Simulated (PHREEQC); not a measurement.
Solution (25 °C): 0.0092 mol HF, 0.0034 mol NH4F and 0.052 mol H2SO4 per kg of water. Closed to the air; pH follows from the charge balance.

Model: ion-association model, phreeqc.dat, run in PHREEQC.

This is a speciation only: nothing precipitates in the calculation.

Question: What pH does the model give?

Answer: pH 1.28.

Question: In which forms is S present?

Answer: HSO4- 72 %, SO4-2 28 % of the S.

Species that the database lacks are ignored.
